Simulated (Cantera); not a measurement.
# Equilibrium for carbothermic reduction: PbO + CO

Input: 1 mol PbO, 1.3 mol CO, held at 75.0 Torr.

Equilibrium computed with Cantera from the NASA thermochemical tables; the gas is ideal and each condensed phase is pure. Candidate condensed phases: C, Pb, PbO, PbO2, Pb3O4; 15 gas species. Gases not in the tables: (PbO)n polymers. Rates play no part.

```tsv
T (K)	log p CO2	log p Pb	log p CO	log p PbO	log p O2	log p Pb2	log p O	n Pb(l)
1000	-1.11	-4.79	-1.64	-9.98	<-13	-10.29	<-13	1.000
1100	-1.11	-3.92	-1.64	-8.36	<-13	-8.83	<-13	0.998
1200	-1.12	-3.19	-1.64	-7.02	<-13	-7.62	<-13	0.992
1300	-1.13	-2.58	-1.65	-5.89	-12.58	-6.60	<-13	0.965
1400	-1.15	-2.06	-1.68	-4.93	-10.97	-5.73	-11.51	0.876
1500	-1.24	-1.61	-1.76	-4.09	-9.58	-4.99	-10.18	0.575
1600	-1.36	-1.37	-1.87	-3.53	-8.38	-4.63	-9.03	0
1700	-1.37	-1.37	-1.87	-3.25	-7.33	-4.76	-8.01	0
1800	-1.37	-1.37	-1.85	-3.01	-6.41	-4.87	-7.12	0
1900	-1.38	-1.38	-1.84	-2.81	-5.61	-4.98	-6.33	0
2000	-1.39	-1.39	-1.81	-2.64	-4.90	-5.08	-5.63	0
2100	-1.40	-1.39	-1.79	-2.50	-4.28	-5.18	-5.00	0
```
log p: log10 of the partial pressure in bar; n: condensed amount in mol.

From 1000 K to 1500 K the condensed part is Pb(l). From 1600 K to 2100 K nothing is condensed.
